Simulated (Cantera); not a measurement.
A perfectly stirred reactor is fed with 9.57 % CH4, 11.5 % H2, 16.6 % O2, 62.4 % N2, at 3.75 atm; it is adiabatic with a 648 K inlet, and is followed from long to short residence time, starting on the burning branch (τ in s: 0.41, 0.14, 0.046, 0.016, 0.0052, 0.0018, 0.00059, 0.0002, 6.7e-05, 2.3e-05, 7.6e-06).

Model: GRI-Mech 3.0 (53 species, 325 reactions), integrated in Cantera.

x: mole fraction; the columns are a selection and need not sum to one.

| τ (s) | T (K) | x CH4 | x H2 | x O2 | x C2H | x C2H4 | x N2O |
|---|---|---|---|---|---|---|---|
| 0.41 | 2248 | 1.26e-5 | 0.0949 | 7.68e-6 | 2.39e-11 | 5.79e-10 | 5.22e-9 |
| 0.14 | 2247 | 3.22e-5 | 0.0948 | 1.61e-5 | 1.64e-10 | (withheld) | 6.60e-9 |
| 0.046 | 2246 | 7.80e-5 | 0.0947 | 3.88e-5 | 1.09e-9 | (withheld) | 9.95e-9 |
| 0.016 | 2244 | 0.000169 | 0.0944 | 9.36e-5 | 5.86e-9 | (withheld) | 1.66e-8 |
| 0.0052 | 2240 | 0.000359 | 0.0937 | 0.000242 | 3.08e-8 | (withheld) | 3.02e-8 |
| 0.0018 | 2235 | 0.000673 | 0.0925 | 0.000584 | 1.21e-7 | (withheld) | 4.99e-8 |
| 0.00059 | 2223 | 0.00117 | 0.0907 | 0.00143 | 3.80e-7 | (withheld) | 6.80e-8 |
| 0.00020 | 2198 | 0.00192 | 0.0886 | 0.00335 | 8.80e-7 | (withheld) | 6.40e-8 |
| 6.7e-5 | 2136 | 0.00382 | 0.0866 | 0.00889 | 1.52e-6 | (withheld) | 3.95e-8 |
| 2.3e-5 | 648 | 0.0957 | 0.115 | 0.166 | <1e-12 | <1e-12 | <1e-12 |
| 7.6e-6 | 648 | 0.0957 | 0.115 | 0.166 | <1e-12 | <1e-12 | <1e-12 |

Question: Complete the blanks.

Answer: 
- 0.14, x C2H4: 4.05e-9
- 0.046, x C2H4: 2.66e-8
- 0.016, x C2H4: 1.42e-7
- 0.0052, x C2H4: 7.55e-7
- 0.0018, x C2H4: 3.14e-6
- 0.00059, x C2H4: 1.14e-5
- 0.00020, x C2H4: 3.48e-5
- 6.7e-5, x C2H4: 0.000123
